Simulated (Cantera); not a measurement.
**Ta₂O₅ + CO + H₂ (carbothermic reduction)**

Input: 1 mol Ta₂O₅, 2.7 mol CO, 1.4 mol H₂, held at 13300 Pa.

Equilibrium computed with Cantera from the NASA thermochemical tables; the gas is ideal and each condensed phase is pure. Candidate condensed phases: C, C₆H₆, C₇H₈, C₈H₁₈, H₂O, Ta, TaC, Ta₂O₅; 113 gas species. Rates play no part.

From 775 °C to 925 °C the condensed part is C(graphite) + Ta₂O₅(s).

```tsv
T (°C)	x CO	x H₂	x CO₂	x H₂O	x CH₄	x H	x C₂H₂ (acetylene)	x C₂H₄	n C(graphite)	n Ta₂O₅(s)
775	0.641	0.341	0.0122	0.00544	0.000903	1.23e-8	1.34e-9	1.13e-8	0.0672	1.00
800	0.647	0.340	0.00786	0.00382	0.000710	2.24e-8	2.44e-9	1.25e-8	0.0444	1.00
825	0.651	0.340	0.00516	0.00272	0.000565	3.95e-8	4.34e-9	1.37e-8	0.0297	1.00
850	0.654	0.341	0.00344	0.00196	0.000454	6.81e-8	7.50e-9	1.50e-8	0.0201	1.00
875	0.655	0.341	0.00233	0.00143	0.000368	1.15e-7	1.27e-8	1.64e-8	0.0138	1.00
900	0.656	0.341	0.00160	0.00106	0.000301	1.89e-7	2.09e-8	1.78e-8	0.00964	1.00
925	0.657	0.341	0.00112	0.000793	0.000248	3.04e-7	3.37e-8	1.93e-8	0.00680	1.00
```
x: gas mole fraction; n: condensed amount in mol.
